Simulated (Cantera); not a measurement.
A freely propagating, adiabatic, planar premixed flame of CH4 : C2H6 : C3H8 : O2 : N2 = 1 : 0.11 : 0.74 : 6.08 : 22.9 (molar parts), unburnt at 700 K and 500000 Pa; mixture-averaged transport, grid criteria slope 0.08 and curve 0.16, no radiation.

Detailed kinetics in Cantera: GRI-Mech 3.0 (53 species, 325 reactions). GRI-Mech 3.0 was tuned for natural gas; its chemistry of propane as a main component is partial and can be far from experiment. Burning velocities carry a grid error of a few per cent, more on coarse grids.

Q: Predict: laminar burning velocity; thermal thickness; peak x(OH); peak x(H2O2); peak x(O).

A: 
- laminar burning velocity: 135 cm/s
- thermal thickness: 0.0712 mm
- peak x(OH): 0.00990
- peak x(H2O2): 5.38e-5
- peak x(O): 0.00366
